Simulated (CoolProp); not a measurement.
Vapour-liquid equilibrium of acetone (1) + n-decane (2) at 0.227 MPa; x and y are mole fractions of (1).

Computed with CoolProp (multi-fluid Helmholtz-energy mixture model, Lemmon 2006 and Lemmon 2006; pair parameters Bell 2016).

```json
[
 {"x": "0.05", "bubble temperature (°C)": "180.2", "y at the bubble point": "0.478", "dew temperature at overall composition x (°C)": "206.3", "liquid density (mol/L)": "4.339"},
 {"x": "0.2", "bubble temperature (°C)": "124.8", "y at the bubble point": "0.903", "dew temperature at overall composition x (°C)": "198.3", "liquid density (mol/L)": "5.211"},
 {"x": "0.35", "bubble temperature (°C)": "104.2", "y at the bubble point": "0.959", "dew temperature at overall composition x (°C)": "189.2", "liquid density (mol/L)": "6.003"},
 {"x": "0.5", "bubble temperature (°C)": "95.9", "y at the bubble point": "0.974", "dew temperature at overall composition x (°C)": "178.5", "liquid density (mol/L)": "6.881"},
 {"x": "0.65", "bubble temperature (°C)": "91.6", "y at the bubble point": "0.980", "dew temperature at overall composition x (°C)": "165.0", "liquid density (mol/L)": "7.967"},
 {"x": "0.8", "bubble temperature (°C)": "87.9", "y at the bubble point": "0.987", "dew temperature at overall composition x (°C)": "146.0", "liquid density (mol/L)": "9.413"},
 {"x": "0.95", "bubble temperature (°C)": "83.5", "y at the bubble point": "0.996", "dew temperature at overall composition x (°C)": "108.4", "liquid density (mol/L)": "11.47"}
]
```

No azeotrope shows between x = 0.05 and 0.95.

The pair parameters rest on a limited set of measurements; away from them the model extrapolates.
